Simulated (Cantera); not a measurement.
Mixture: 19.9 % H2, 16.8 % O2, 63.3 % N2, equivalence ratio 0.59, at 38.5 atm, adiabatic and at constant volume. Ignition delay is the time to a rise of 400 K.

Computed with Cantera and the H2/O2 subset of GRI-Mech 3.0, which has no nitrogen chemistry. The hydrogen kinetics of GRI-Mech 3.0 are dated; newer H2 mechanisms differ, most at raised pressure. The pressure lies above the range GRI-Mech 3.0 was tuned for (to about 10 atm). Below about 950 K walls govern HO2 and H2O2 in real vessels.

At T0 = 1123 K, what is the delay, and which 5 reactions control it most (d ln τ / d ln k, from doubling and halving each rate constant)?

The delay is 0.465 ms.
```json
[
 {"reaction": "H + H2O2 <=> H2 + HO2", "d ln τ / d ln k": "-0.53", "faster rate": "shortens it"},
 {"reaction": "2 OH (+M) <=> H2O2 (+M)", "d ln τ / d ln k": "-0.50", "faster rate": "shortens it"},
 {"reaction": "H + O2 <=> O + OH", "d ln τ / d ln k": "-0.30", "faster rate": "shortens it"},
 {"reaction": "H + O2 + N2 <=> HO2 + N2", "d ln τ / d ln k": "0.15", "faster rate": "lengthens it"},
 {"reaction": "2 HO2 <=> H2O2 + O2", "d ln τ / d ln k": "0.12", "faster rate": "lengthens it"}
]
```
